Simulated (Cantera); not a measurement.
An isothermal, constant-pressure homogeneous reactor starts with 71.4 % NO, 28.6 % N₂, at 2148 K and 1330 Pa.

Computed with Cantera and GRI-Mech 3.0 (53 species, 325 reactions). Radical loss at walls, strong at low pressure, is not modelled.

x: mole fraction; the columns are a selection and need not sum to one.

```json
[
 {"t (s)": "0.000100", "x NO": "0.714", "x NO₂": "8.99e-10", "x O₂": "3.04e-9", "x O": "2.16e-6", "x N₂O": "2.14e-6", "x N₂": "0.286"},
 {"t (s)": "0.000316", "x NO": "0.714", "x NO₂": "…", "x O₂": "…", "x O": "…", "x N₂O": "…", "x N₂": "0.286"},
 {"t (s)": "0.00100", "x NO": "0.714", "x NO₂": "7.76e-8", "x O₂": "3.10e-7", "x O": "2.23e-5", "x N₂O": "2.06e-5", "x N₂": "0.286"},
 {"t (s)": "0.00316", "x NO": "0.714", "x NO₂": "…", "x O₂": "…", "x O": "…", "x N₂O": "…", "x N₂": "0.286"},
 {"t (s)": "0.0100", "x NO": "0.714", "x NO₂": "3.02e-6", "x O₂": "3.80e-5", "x O": "0.000276", "x N₂O": "0.000144", "x N₂": "0.286"},
 {"t (s)": "0.0316", "x NO": "0.712", "x NO₂": "9.79e-6", "x O₂": "0.000467", "x O": "0.000978", "x N₂O": "0.000214", "x N₂": "0.286"},
 {"t (s)": "0.100", "x NO": "0.702", "x NO₂": "1.90e-5", "x O₂": "0.00435", "x O": "0.00230", "x N₂O": "0.000172", "x N₂": "0.291"},
 {"t (s)": "0.316", "x NO": "0.660", "x NO₂": "3.39e-5", "x O₂": "0.0246", "x O": "0.00357", "x N₂O": "0.000127", "x N₂": "0.312"},
 {"t (s)": "1.00", "x NO": "0.501", "x NO₂": "5.35e-5", "x O₂": "0.102", "x O": "0.00577", "x N₂O": "5.76e-5", "x N₂": "0.390"},
 {"t (s)": "3.16", "x NO": "0.156", "x NO₂": "2.80e-5", "x O₂": "0.273", "x O": "0.00879", "x N₂O": "4.33e-6", "x N₂": "0.562"},
 {"t (s)": "10.0", "x NO": "0.0202", "x NO₂": "4.07e-6", "x O₂": "0.340", "x O": "0.00978", "x N₂O": "1.14e-7", "x N₂": "0.630"},
 {"t (s)": "31.6", "x NO": "0.0129", "x NO₂": "2.61e-6", "x O₂": "0.344", "x O": "0.00985", "x N₂O": "7.44e-8", "x N₂": "0.633"},
 {"t (s)": "100", "x NO": "0.0129", "x NO₂": "2.60e-6", "x O₂": "0.344", "x O": "0.00985", "x N₂O": "7.43e-8", "x N₂": "0.633"}
]
```

### Question
Some entries are withheld; supply them.

### Answer

- 0.000316, x NO₂: 8.65e-9
- 0.000316, x O₂: 3.05e-8
- 0.000316, x O: 6.87e-6
- 0.000316, x N₂O: 6.71e-6
- 0.00316, x NO₂: 5.78e-7
- 0.00316, x O₂: 3.28e-6
- 0.00316, x O: 7.54e-5
- 0.00316, x N₂O: 5.98e-5
